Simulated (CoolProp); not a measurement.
Vapour-liquid equilibrium of isobutene (1) + n-octane (2) at 114.25 °C; x and y are mole fractions of (1).

Computed with CoolProp (multi-fluid Helmholtz-energy mixture model, Lemmon 2005 and Beckmüller 2019; pair parameters Bell 2016).

Question: Give the bubble pressure and the first vapour's composition at x = 0.05, 0.5, 0.95. Is there an azeotrope?

Answer: x = 0.05: 0.1614 MPa, y = 0.551; x = 0.5: 1.023 MPa, y = 0.944; x = 0.95: 2.201 MPa, y = 0.994. No azeotrope shows between x = 0.05 and 0.95.

The pair parameters rest on a limited set of measurements; away from them the model extrapolates.
